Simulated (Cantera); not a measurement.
An isothermal, constant-pressure homogeneous reactor starts with CH₄ : H₂ : N₂ = 0.017 : 1 : 0.00081 (molar parts), at 2323 K and 12.8 Torr. Integrator tolerance rtol = 1e-08.

Computed with Cantera and GRI-Mech 3.0 (53 species, 325 reactions). GRI-Mech 3.0 stops at C3 and has no aromatics, soot or wall deposition, so with more carbon than oxygen in the feed, carbon stays in small species such as C2H2 where larger ones or solid carbon would form. Radical loss at walls, strong at low pressure, is not modelled.

Q: What does this change do: pressure from 12.8 Torr to 173 Torr?

A: 
```tsv
quantity	before	after
x(CH₄) at 3.00 s	3.79e-6 (gas-phase equilibrium 3.71e-6)	5.74e-5 (gas-phase equilibrium 5.58e-5)
x(H₂) at 3.00 s	0.911 (gas-phase equilibrium 0.911)	0.969 (gas-phase equilibrium 0.969)
x(C₂H) at 3.00 s	3.30e-5 (gas-phase equilibrium 3.08e-5)	8.94e-6 (gas-phase equilibrium 8.36e-6)
x(HCN) at 3.00 s	4.49e-6 (gas-phase equilibrium 0.00103)	1.40e-5 (gas-phase equilibrium 0.00106)
x(H) at 3.00 s	0.0803 (gas-phase equilibrium 0.0803)	0.0225 (gas-phase equilibrium 0.0225)
x(C₂H₂) at 3.00 s	0.00784 (gas-phase equilibrium 0.00733)	0.00806 (gas-phase equilibrium 0.00754)
```

Q: What does this change do: H2 1 to 8.9 parts?

A: 
| quantity | before | after |
|---|---|---|
| x(CH₄) at 3.00 s | 3.79e-6 (gas-phase equilibrium 3.71e-6) | 1.31e-6 (gas-phase equilibrium 1.28e-6) |
| x(H₂) at 3.00 s | 0.911 (gas-phase equilibrium 0.911) | 0.918 (gas-phase equilibrium 0.918) |
| x(C₂H) at 3.00 s | 3.30e-5 (gas-phase equilibrium 3.08e-5) | 3.80e-6 (gas-phase equilibrium 3.55e-6) |
| x(HCN) at 3.00 s | 4.49e-6 (gas-phase equilibrium 0.00103) | 2.07e-7 (gas-phase equilibrium 0.000119) |
| x(H) at 3.00 s | 0.0803 (gas-phase equilibrium 0.0803) | 0.0805 (gas-phase equilibrium 0.0806) |
| x(C₂H₂) at 3.00 s | 0.00784 (gas-phase equilibrium 0.00733) | 0.000907 (gas-phase equilibrium 0.000848) |

Q: What does this change do: CH4 0.017 to 0.095 parts?

A: 
```json
[
 {"quantity": "x(CH₄) at 3.00 s", "before": "3.79e-6 (gas-phase equilibrium 3.71e-6)", "after": "7.98e-6 (gas-phase equilibrium 8.00e-6)"},
 {"quantity": "x(H₂) at 3.00 s", "before": "0.911 (gas-phase equilibrium 0.911)", "after": "0.882 (gas-phase equilibrium 0.882)"},
 {"quantity": "x(C₂H) at 3.00 s", "before": "3.30e-5 (gas-phase equilibrium 3.08e-5)", "after": "0.000163 (gas-phase equilibrium 0.000161)"},
 {"quantity": "x(HCN) at 3.00 s", "before": "4.49e-6 (gas-phase equilibrium 0.00103)", "after": "8.47e-6 (gas-phase equilibrium 0.00118)"},
 {"quantity": "x(H) at 3.00 s", "before": "0.0803 (gas-phase equilibrium 0.0803)", "after": "0.0790 (gas-phase equilibrium 0.0790)"},
 {"quantity": "x(C₂H₂) at 3.00 s", "before": "0.00784 (gas-phase equilibrium 0.00733)", "after": "0.0381 (gas-phase equilibrium 0.0375)"}
]
```
